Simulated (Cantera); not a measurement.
Input: 1 mol HgO, 0.028 mol O2, a varied amount of H2, at 975 K and 0.370 bar.

These are equilibrium values from Cantera (NASA tables, ideal gas, pure condensed phases), not measurements of a reactor. Candidate condensed phases: H2O, Hg, HgO; 10 gas species. Equilibrium is a limit: real reactors are often held back by kinetics, nucleation or transport.

x: gas mole fraction; nothing condenses.

```
n(H2) (mol)      x H2   x Hg  x H2O    x O2        x OH       x H
-----------  --------  -----  -----  ------  ----------  --------
0.32         2.72e-11  0.592  0.190   0.218     1.24e-7    <1e-12
0.41         3.67e-11  0.577  0.237   0.186     1.33e-7    <1e-12
0.51         4.89e-11  0.561  0.286   0.153     1.40e-7    <1e-12
0.65         7.09e-11  0.540  0.351   0.110     1.42e-7    <1e-12
0.83         1.19e-10  0.515  0.427  0.0582     1.34e-7    <1e-12
1.1            0.0210  0.476  0.503  <1e-12  (withheld)  2.72e-10
1.3             0.106  0.435  0.459  <1e-12  (withheld)  6.12e-10
1.7             0.239  0.370  0.391  <1e-12  (withheld)  9.18e-10
2.1             0.337  0.323  0.341  <1e-12  (withheld)   1.09e-9
2.7             0.444  0.270  0.285  <1e-12  (withheld)   1.25e-9
3.4             0.533  0.227  0.240  <1e-12  (withheld)   1.37e-9
4.4             0.619  0.185  0.196  <1e-12      <1e-12   1.48e-9
5.6             0.688  0.152  0.160  <1e-12      <1e-12   1.56e-9
```

Task: Complete the blanks.

Result: 
- 1.1, x OH: 1.19e-11
- 1.3, x OH: 4.81e-12
- 1.7, x OH: 2.73e-12
- 2.1, x OH: 2.00e-12
- 2.7, x OH: 1.46e-12
- 3.4, x OH: 1.12e-12
